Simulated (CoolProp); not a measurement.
Model: reference Helmholtz-energy equation of state, Akasaka 2023, in CoolProp.

**Question.** For R1336mzz(E), give the phase and the cv (kJ/(kg K)), isothermal compressibility (1/MPa), expansivity (1/kK), fugacity coefficient at 410 K and 782 kPa.

**Answer.** 
- 410 K and 782 kPa: gas; cv 0.873, isothermal compressibility 1.43, expansivity 3.56, fugacity coefficient 0.906
